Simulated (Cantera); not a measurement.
A freely propagating, adiabatic, planar premixed flame of H2 : O2 : N2 = 1 : 0.312 : 1.17 (molar parts), unburnt at 350 K and 1.10 bar; mixture-averaged transport, grid criteria slope 0.08 and curve 0.16, no radiation.

Computed with Cantera and the H2/O2 subset of GRI-Mech 3.0, which has no nitrogen chemistry. Burning velocities carry a grid error of a few per cent, more on coarse grids.

Task: How do the results move with these cheaper or finer settings: unity-Lewis-number transport; multicomponent transport; multicomponent+Soret transport; grid criteria slope 0.5, curve 1; grid criteria slope 0.25, curve 0.5; grid criteria slope 0.03, curve 0.06?

Result: 
| setting | laminar burning velocity | thermal thickness | peak x(O) | peak x(H) | grid points |
|---|---|---|---|---|---|
| as above | 393 cm/s | 0.307 mm | 0.00494 | 0.0751 | 120 |
| unity-Lewis-number transport | 238 cm/s | 0.285 mm | 0.00381 | 0.0784 | 107 |
| multicomponent transport | 385 cm/s | 0.308 mm | 0.00484 | 0.0748 | 120 |
| multicomponent+Soret transport | 366 cm/s | 0.298 mm | 0.00490 | 0.0732 | 120 |
| grid criteria slope 0.5, curve 1 | 403 cm/s | 0.391 mm | 0.00475 | 0.0776 | 40 |
| grid criteria slope 0.25, curve 0.5 | 396 cm/s | 0.334 mm | 0.00480 | 0.0758 | 61 |
| grid criteria slope 0.03, curve 0.06 | 393 cm/s | 0.301 mm | 0.00500 | 0.0749 | 268 |
Unity Lewis numbers drop preferential diffusion, which matters most where H2 and H carry the flame; Soret adds thermal diffusion.
